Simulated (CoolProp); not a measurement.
Computed with CoolProp (reference Helmholtz-energy equation of state, McLinden 2015).

Problem. For the fluoroketone C6F12O (FK-5-1-12), give the phase and the Z, cv (kJ/(kg K)), speed of sound (m/s), Joule-Thomson coefficient (K/MPa) at 387.3 K and 4770 kPa.

Solution. 
- 387.3 K and 4770 kPa: liquid; Z 0.348, cv 0.958, speed of sound 308, Joule-Thomson coefficient 0.0306
